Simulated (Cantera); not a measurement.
Mixture: CH4 : C2H6 : O2 : N2 = 1 : 0.18 : 1.64 : 6.18 (molar parts), equivalence ratio 1.6, at 6.40 bar, adiabatic and at constant pressure. Ignition delay is the time to a rise of 400 K.

Cantera simulation using GRI-Mech 3.0 (53 species, 325 reactions); the numbers are that mechanism's predictions, not measurements.

### Question
What does this change do: pressure from 6.40 bar to 1.00 bar?

### Answer
```csv
quantity,before,after
delay at 1225 K,0.710 ms,2.59 ms
delay at 1300 K,0.315 ms,1.18 ms
delay at 1375 K,0.157 ms,0.589 ms
delay at 1450 K,84.3 µs,0.310 ms
delay at 1525 K,47.1 µs,0.170 ms
delay at 1600 K,27.2 µs,98.4 µs
delay at 1675 K,16.3 µs,60.3 µs
apparent activation energy between 1525 and 1675 K,150 kJ/mol,150 kJ/mol
```
